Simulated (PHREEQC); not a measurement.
Solution (50 °C): 24 mmol/kgw Li2SO4 and 0.073 mmol/kgw CsF. Closed to the air; pH follows from the charge balance.

Computed with PHREEQC (ion-association model, wateq4f.dat).

```tsv
quantity	before	after
pH	6.84	6.73
SO4-2 (mol/kgw)	0.0222	0.00468
LiSO4- (mol/kgw)	0.00183	0.000119
HSO4- (mol/kgw)	2.85e-7	1.07e-7
```

**Question.** Name the change that produced these shifts.
A) Li2SO4 from 0.024 to 0.048 mol/kgw
B) temperature from 50 to 90 °C
C) diluted 5-fold with water
D) CsF replaced by (NH4)2SiF6 at the same molality
E) diluted 10-fold with water

**Answer.** C, diluted 5-fold with water

This is a speciation only: nothing precipitates in the calculation. Away from 25 °C the constants follow the database's enthalpies or fits; those with neither stay at their 25 °C values.
